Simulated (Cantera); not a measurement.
Input (Python, Cantera) and output of one run.

```python
import numpy as np
import cantera as ct

gas_names = """
    H HO2 H2 H2O H2O2 K KH KO KOH K2 K2O2H2 O OH O2 O3
""".split()
cond_names = """
    H2O(s) H2O(L) K(cr) K(L) KOH(a) KOH(b) KOH(L) KO2(s) K2O(s) K2O2(s)
""".split()


# ... load() reads the species with a 1 bar reference pressure and builds the phases ...
atoms = {
    'KOH': {'K': 1, 'O': 1, 'H': 1},
    'H2': {'H': 2},
    'O2': {'O': 2},
}
top_T = {'KO2(s)': 780, 'K2O(s)': 1000, 'K2O2(s)': 760}  # K; cautious upper limits of use, not melting points


# ... equilibrate(T, P, feed) seeds the gas with the atoms and calls Mixture.equilibrate('TP', solver="vcs", rtol=1e-11, max_steps=5000) ...
results = []
feed = {'KOH': 1, 'H2': 1, 'O2': 0.1}  # mol
for P in [10, 36, 130, 460, 1700, 6000, 22000, 77000, 280000, 1000000]:
    for T in [1198, 1248, 1298, 1348, 1398, 1448, 1498, 1548, 1598]:
        mix = equilibrate(T, P, feed)
        results.append((T, P, feed, dict(zip(mix.species_names, mix.species_moles))))

for T, P, feed, n in results:
    print(f"{T:7g} {P:10.4g}  " + (" + ".join(c for c in cond_names if n.get(c, 0) > 1e-12) or "gas only"))
```

It prints:

```
   1198         10  gas only
   1248         10  gas only
   1298         10  gas only
   1348         10  gas only
   1398         10  gas only
   1448         10  gas only
   1498         10  gas only
   1548         10  gas only
   1598         10  gas only
   1198         36  gas only
   1248         36  gas only
   1298         36  gas only
   1348         36  gas only
   1398         36  gas only
   1448         36  gas only
   1498         36  gas only
   1548         36  gas only
   1598         36  gas only
   1198        130  gas only
   1248        130  gas only
   1298        130  gas only
   1348        130  gas only
   1398        130  gas only
   1448        130  gas only
   1498        130  gas only
   1548        130  gas only
   1598        130  gas only
   1198        460  gas only
   1248        460  gas only
   1298        460  gas only
   1348        460  gas only
   1398        460  gas only
   1448        460  gas only
   1498        460  gas only
   1548        460  gas only
   1598        460  gas only
   1198       1700  gas only
   1248       1700  gas only
   1298       1700  gas only
   1348       1700  gas only
   1398       1700  gas only
   1448       1700  gas only
   1498       1700  gas only
   1548       1700  gas only
   1598       1700  gas only
   1198       6000  gas only
   1248       6000  gas only
   1298       6000  gas only
   1348       6000  gas only
   1398       6000  gas only
   1448       6000  gas only
   1498       6000  gas only
   1548       6000  gas only
   1598       6000  gas only
   1198    2.2e+04  KOH(L)
   1248    2.2e+04  KOH(L)
   1298    2.2e+04  gas only
   1348    2.2e+04  gas only
   1398    2.2e+04  gas only
   1448    2.2e+04  gas only
   1498    2.2e+04  gas only
   1548    2.2e+04  gas only
   1598    2.2e+04  gas only
   1198    7.7e+04  KOH(L)
   1248    7.7e+04  KOH(L)
   1298    7.7e+04  KOH(L)
   1348    7.7e+04  KOH(L)
   1398    7.7e+04  KOH(L)
   1448    7.7e+04  gas only
   1498    7.7e+04  gas only
   1548    7.7e+04  gas only
   1598    7.7e+04  gas only
   1198    2.8e+05  KOH(L)
   1248    2.8e+05  KOH(L)
   1298    2.8e+05  KOH(L)
   1348    2.8e+05  KOH(L)
   1398    2.8e+05  KOH(L)
   1448    2.8e+05  KOH(L)
   1498    2.8e+05  KOH(L)
   1548    2.8e+05  KOH(L)
   1598    2.8e+05  gas only
   1198      1e+06  KOH(L)
   1248      1e+06  KOH(L)
   1298      1e+06  KOH(L)
   1348      1e+06  KOH(L)
   1398      1e+06  KOH(L)
   1448      1e+06  KOH(L)
   1498      1e+06  KOH(L)
   1548      1e+06  KOH(L)
   1598      1e+06  KOH(L)
```

These are equilibrium values from Cantera (NASA tables, ideal gas, pure condensed phases), not measurements of a reactor.
